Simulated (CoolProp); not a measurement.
A single-stage vapour-compression cycle with ethane: evaporating at 238.15 K (dew point), condensing at 291.15 K (bubble point), superheat 2 K, subcooling 8 K, compressor efficiency 0.85, no pressure losses. Each further row changes one setting.

Computed with CoolProp (reference Helmholtz-energy equation of state, Bücker 2006).

| case | cooling COP | pressure ratio | discharge temperature (K) | refrigerating effect (kJ/kg) | volumetric capacity (kJ/m³) |
|---|---|---|---|---|---|
| as stated | 2.66 | 3.95 | 323.4 | 261 | 4230 |
| evaporating temperature 243.15 K | 3.07 | 3.39 | 320.1 | 264 | 5000 |
| condensing temperature 286.15 K | 3.11 | 3.54 | 316.1 | 279 | 4530 |
| subcooling 13 K | 2.85 | 3.95 | 323.4 | 280 | 4540 |
| superheat 12 K | 2.66 | 3.95 | 333.7 | 280 | 4250 |
| compressor efficiency 0.75 | 2.35 | 3.95 | 328.6 | 261 | 4230 |
